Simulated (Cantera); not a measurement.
## Pyrogenic steam for wet oxidation

An isothermal, constant-pressure homogeneous reactor starts with 71.8 % H₂, 7.63 % O₂, 20.6 % N₂, equivalence ratio 4.7, at 1123 K and 100000 Pa.

Detailed kinetics in Cantera: GRI-Mech 3.0 (53 species, 325 reactions). The temperature is held fixed by assumption; the heat of reaction is taken as removed at once.

```tsv
t (s)	x H₂	x O₂	x N₂O	x OH	x H₂O₂
3.00e-6	0.718	0.0763	<1e-12	3.26e-11	8.01e-12
9.22e-6	0.718	0.0763	<1e-12	1.65e-10	8.58e-11
2.83e-5	0.718	0.0763	<1e-12	2.72e-9	1.67e-9
8.70e-5	0.717	0.0759	1.11e-11	8.80e-6	1.84e-6
0.000267	0.603	1.35e-5	1.43e-10	1.54e-5	9.84e-10
0.000821	0.610	3.26e-8	1.74e-11	3.35e-6	1.88e-10
0.00252	0.611	5.40e-10	7.79e-12	9.83e-7	5.12e-11
0.00775	0.611	5.80e-11	3.92e-12	3.10e-7	1.34e-11
0.0238	0.612	1.04e-11	1.17e-12	9.98e-8	2.82e-12
0.0731	0.612	1.62e-12	<1e-12	3.24e-8	<1e-12
0.225	0.612	<1e-12	<1e-12	1.05e-8	<1e-12
0.690	0.612	<1e-12	<1e-12	3.43e-9	<1e-12
2.12	0.612	<1e-12	<1e-12	1.12e-9	<1e-12
6.51	0.612	<1e-12	<1e-12	3.65e-10	<1e-12
20.0	0.612	<1e-12	<1e-12	1.24e-10	<1e-12
```
x: mole fraction; the columns are a selection and need not sum to one.

Equilibrium at this temperature and pressure: H₂ 0.612, O₂ <1e-12, N₂O <1e-12, OH 4.66e-11, H₂O₂ <1e-12 (gas phase only).
